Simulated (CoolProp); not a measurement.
Vapour-liquid equilibrium of n-pentane (1) + benzene (2) at 0.279 MPa; x and y are mole fractions of (1).

Values from CoolProp's multi-fluid Helmholtz-energy mixture model, Thol 2019 and Thol 2012; pair parameters Bell 2016.

```csv
x,bubble temperature (°C),y at the bubble point,dew temperature at overall composition x (°C),liquid density (mol/L)
0.05,110.5,0.181,115.3,9.804
0.15,100.7,0.416,111.7,9.644
0.25,93.8,0.560,107.8,9.452
0.35,88.6,0.657,103.7,9.246
0.45,84.5,0.730,99.2,9.035
0.55,81.1,0.789,94.3,8.826
0.65,78.1,0.841,89.0,8.621
0.75,75.4,0.888,83.4,8.422
0.85,72.9,0.933,77.6,8.230
0.95,70.5,0.978,72.0,8.046
```

No azeotrope shows between x = 0.05 and 0.95.

The pair parameters rest on a limited set of measurements; away from them the model extrapolates.
